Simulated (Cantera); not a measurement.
Feed: 1 mol Si3N4, a varied amount of H2O, 27 mol H2, held at 1327 °C and 2000 Pa.

Equilibrium computed with Cantera from the NASA thermochemical tables; the gas is ideal and each condensed phase is pure. Candidate condensed phases: H2O, Si, SiO2, Si2N2O, Si3N4; 35 gas species. Mutual solubility and eutectic melting of coexisting phases are not modelled. The tables hold silica as quartz up to 1696 K and as liquid above; real silica turns to tridymite and cristobalite and melts near 1996 K. Rates play no part.

Task: Which condensed phases are stable at each of these points (n(H2O) (mol)): 0.58, 2, 3.3, 4.7, 6.1, 7.5, 8.9, 10, 12, 13, 14, 16?

Result: 
```tsv
n(H2O) (mol)	condensed phases	Si condensed (%)
0.58	Si(s) + Si2N2O(s) + Si3N4(s)	99.6
2	SiO2(β-quartz) + Si2N2O(s)	83.1
3.3	SiO2(β-quartz) + Si2N2O(s)	84.2
4.7	SiO2(β-quartz) + Si2N2O(s)	84.6
6.1	SiO2(β-quartz)	99.6
7.5	SiO2(β-quartz)	100.0
8.9	SiO2(β-quartz)	100.0
10	SiO2(β-quartz)	100.0
12	SiO2(β-quartz)	100.0
13	SiO2(β-quartz)	100.0
14	SiO2(β-quartz)	100.0
16	SiO2(β-quartz)	100.0
```

At 0.58 mol H2O the condensed part is Si(s) + Si2N2O(s) + Si3N4(s). From 2 mol H2O to 4.7 mol H2O the condensed part is SiO2(β-quartz) + Si2N2O(s). From 6.1 mol H2O to 16 mol H2O the condensed part is SiO2(β-quartz).
